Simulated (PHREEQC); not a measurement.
Model water analysis in mmol/kgw, 65 °C, pH 6.36, pe 0.9:

```tsv
constituent	mmol/kgw
Na	4.38
K	0.914
Ca	0.43
Mg	0.717
Cl	5.67
S(6)	0.142
Alkalinity (meq/kgw)	1.63
Mn(2)	0.00942
Br	0.0177
B	0.0021
```

Valence states are taken as typed.

The numbers come from PHREEQC with the ion-association model, wateq4f.dat.

No solid was allowed to form.

**Question.** Order these S species by the share of S that they hold, largest first: MgSO4, CaSO4, NaSO4-, KSO4-, SO4-2.

**Answer.** SO4-2 (80 %), MgSO4 (14 %), CaSO4 (4.0 %), NaSO4- (1.4 %), KSO4- (0.62 %)

The pH is 6.36 and the ionic strength 0.00875 mol/kgw. Complexes and solids missing from the database can't appear. At this temperature some constants are extrapolated from 25 °C, and those without enthalpy data are left unchanged.
